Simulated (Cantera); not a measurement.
**Equilibrium for hydrogen reduction and annealing atmospheres: Al₂O₃ + H₂ + N₂**

Input: 1 mol Al₂O₃, 110 mol H₂, 2.5 mol N₂, at 75.0 Torr.

Method: chemical equilibrium by Gibbs-energy minimisation in Cantera with the NASA 1993 tables (ideal gas, pure condensed phases). Candidate condensed phases: Al, AlN, Al₂O₃, H₂O; 35 gas species. Mutual solubility and eutectic melting of coexisting phases are not modelled. Condensed phases not in the tables: aluminium oxynitride. The numbers say what is thermodynamically allowed, not how fast it happens.

From 750 K to 1450 K the condensed part is Al₂O₃(s). From 1550 K to 1650 K the condensed part is AlN(s) + Al₂O₃(s). From 1750 K to 1950 K the condensed part is Al₂O₃(s).

```json
[
 {"T (K)": "750", "log p H₂": "-1.01", "log p N₂": "-2.65", "log p H": "<-13", "log p H₂O": "-9.87", "log p NH₃": "-5.13", "log p Al": "<-13", "n Al₂O₃(s)": "1.00", "n AlN(s)": "0"},
 {"T (K)": "850", "log p H₂": "-1.01", "log p N₂": "-2.65", "log p H": "-11.19", "log p H₂O": "-9.06", "log p NH₃": "-5.57", "log p Al": "<-13", "n Al₂O₃(s)": "1.00", "n AlN(s)": "0"},
 {"T (K)": "950", "log p H₂": "-1.01", "log p N₂": "-2.65", "log p H": "-9.76", "log p H₂O": "-8.43", "log p NH₃": "-5.93", "log p Al": "<-13", "n Al₂O₃(s)": "1.000", "n AlN(s)": "0"},
 {"T (K)": "1050", "log p H₂": "-1.01", "log p N₂": "-2.65", "log p H": "-8.60", "log p H₂O": "-7.92", "log p NH₃": "-6.21", "log p Al": "<-13", "n Al₂O₃(s)": "1.000", "n AlN(s)": "0"},
 {"T (K)": "1150", "log p H₂": "-1.01", "log p N₂": "-2.65", "log p H": "-7.63", "log p H₂O": "-7.50", "log p NH₃": "-6.45", "log p Al": "<-13", "n Al₂O₃(s)": "1.000", "n AlN(s)": "0"},
 {"T (K)": "1250", "log p H₂": "-1.01", "log p N₂": "-2.65", "log p H": "-6.82", "log p H₂O": "-7.16", "log p NH₃": "-6.66", "log p Al": "<-13", "n Al₂O₃(s)": "1.000", "n AlN(s)": "0"},
 {"T (K)": "1350", "log p H₂": "-1.01", "log p N₂": "-2.65", "log p H": "-6.13", "log p H₂O": "-6.87", "log p NH₃": "-6.83", "log p Al": "-11.35", "n Al₂O₃(s)": "1.000", "n AlN(s)": "0"},
 {"T (K)": "1450", "log p H₂": "-1.01", "log p N₂": "-2.65", "log p H": "-5.53", "log p H₂O": "-6.62", "log p NH₃": "-6.98", "log p Al": "-9.65", "n Al₂O₃(s)": "1.000", "n AlN(s)": "0"},
 {"T (K)": "1550", "log p H₂": "-1.01", "log p N₂": "-2.65", "log p H": "-5.01", "log p H₂O": "-6.40", "log p NH₃": "-7.11", "log p Al": "-8.17", "n Al₂O₃(s)": "1.000", "n AlN(s)": "0.000288"},
 {"T (K)": "1650", "log p H₂": "-1.01", "log p N₂": "-2.65", "log p H": "-4.55", "log p H₂O": "-6.21", "log p NH₃": "-7.23", "log p Al": "-6.87", "n Al₂O₃(s)": "1.000", "n AlN(s)": "0.000248"},
 {"T (K)": "1750", "log p H₂": "-1.01", "log p N₂": "-2.65", "log p H": "-4.14", "log p H₂O": "-5.78", "log p NH₃": "-7.33", "log p Al": "-6.11", "n Al₂O₃(s)": "0.999", "n AlN(s)": "0"},
 {"T (K)": "1850", "log p H₂": "-1.01", "log p N₂": "-2.65", "log p H": "-3.77", "log p H₂O": "-5.28", "log p NH₃": "-7.42", "log p Al": "-5.62", "n Al₂O₃(s)": "0.998", "n AlN(s)": "0"},
 {"T (K)": "1950", "log p H₂": "-1.01", "log p N₂": "-2.65", "log p H": "-3.45", "log p H₂O": "-4.83", "log p NH₃": "-7.50", "log p Al": "-5.19", "n Al₂O₃(s)": "0.994", "n AlN(s)": "0"}
]
```
log p: log10 of the partial pressure in bar; n: condensed amount in mol.
